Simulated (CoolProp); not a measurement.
The numbers come from the reference Helmholtz-energy equation of state, Thol 2017 in CoolProp.

Question: Give the vapour pressure (bar), liquid density (kg/m³), vapour density (kg/m³) of saturated octamethyltrisiloxane (MDM) at 163.55, 173.65 °C.

Answer: 
```csv
T (°C),p (bar),liquid density (kg/m³),vapour density (kg/m³)
163.55,1.34,661,9.61
173.65,1.71,648,12.2
```
